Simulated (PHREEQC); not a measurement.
**Leach liquor (model solution)**

Consider water at 25 °C with 0.0065 mol HCl, 0.0013 mol MnSO4 and 0.002 mol Fe2(SO4)3 per kg of water. Closed to the air; pH follows from the charge balance.

Model: ion-association model, wateq4f.dat, run in PHREEQC.

Precipitation was switched off in this run.

Question: Predict the pH.

Answer: pH 2.29.

Question: In which forms is Fe present?

Answer: FeSO4+ 76 %, Fe+3 10 %, FeOH+2 7.7 %, Fe(SO4)2- 2.8 %, FeHSO4+2 1.6 %, FeCl+2 1.0 % of the Fe.

Examples of supersaturated solids here: Hematite (slow to form), Goethite (slow to form). Others may be too.
